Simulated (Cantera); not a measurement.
Input: 1 mol SiH₂Cl₂, 200 mol H₂, at 113 Torr.

Method: chemical equilibrium by Gibbs-energy minimisation in Cantera with the NASA 1993 tables (ideal gas, pure condensed phases). Candidate condensed phases: Si; 19 gas species. Gases not in the tables: Si₂H₆ and higher silanes. Kinetics and transport are ignored. All values below are at 1748 K.

Base state: H₂ 0.990, HCl 0.00930, H 0.000587, SiCl₂ 0.000291, SiH₂ 2.03e-5 (mole fractions); condensed: Si(l).

**Question.** What changes in the equilibrium state with this change: pressure from 113 Torr to 3.45 Torr?

**Answer.** 
```tsv
species	before	after
H₂	0.990	0.987
HCl	0.00930	0.00925
H	0.000587	0.00335
Si	9.70e-6	0.000316
SiH	4.98e-6	2.84e-5
Cl	4.26e-6	2.42e-5
SiCl	4.18e-6	2.38e-5
SiCl₂	0.000291	0.000289
SiH₂	2.03e-5	2.03e-5
Si(l), mol	0.933	0.862
```
The tables' values for SiCl are old estimates; treat these amounts as uncertain.
